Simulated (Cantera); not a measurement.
Charge: 1 mol Pb, 68 mol N₂, held at 1 atm.

Cantera equilibrium calculation (NASA polynomials, part measured and part estimated; ideal gas, pure solids and liquids). Candidate condensed phases: Pb; 4 gas species. Kinetics and transport are ignored.

Question: Which condensed phases are stable at each of these points (T (K)): 848, 898, 948, 998, 1048, 1098, 1148, 1198, 1248, 1298, 1348, 1398, 1448, 1498?

Answer: 
```tsv
T (K)	condensed phases	Pb condensed (%)
848	Pb(l)	100.0
898	Pb(l)	100.0
948	Pb(l)	100.0
998	Pb(l)	99.9
1048	Pb(l)	99.7
1098	Pb(l)	99.2
1148	Pb(l)	98.1
1198	Pb(l)	95.8
1248	Pb(l)	91.3
1298	Pb(l)	82.8
1348	Pb(l)	67.8
1398	Pb(l)	42.3
1448	Pb(l)	0.6
1498	gas only	0.0
```

From 848 K to 1448 K the condensed part is Pb(l). At 1498 K nothing is condensed.
